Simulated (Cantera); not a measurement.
Feed: 1 mol Ca(OH)2, 0.039 mol C, 1.7 mol CO2, at 2173.15 K and 25000 Pa.

Method: chemical equilibrium by Gibbs-energy minimisation in Cantera with the NASA 1993 tables (ideal gas, pure condensed phases). Candidate condensed phases: C, C6H6, C7H8, C8H18, Ca, CaCO3, CaO, Ca(OH)2, H2O; 115 gas species. Equilibrium is a limit: real reactors are often held back by kinetics, nucleation or transport.

Base state: CO2 0.574, H2O 0.350, CO 0.0507, O2 0.0128, H2 0.00595, OH 0.00586, H 0.000745, O 0.000515 (mole fractions); condensed: CaO(s).

Problem. What changes in the equilibrium state with this change: 0.94 mol O2 added?

Solution. 
```tsv
species	before	after
CO2	0.574	0.464
H2O	0.350	0.266
O2	0.0128	0.247
CO	0.0507	0.00934
OH	0.00586	0.0107
Ca(OH)2	0.000123	9.33e-5
H2	0.00595	0.00103
O	0.000515	0.00226
H	0.000745	0.000310
CaO(s), mol	1.000	1.000
```
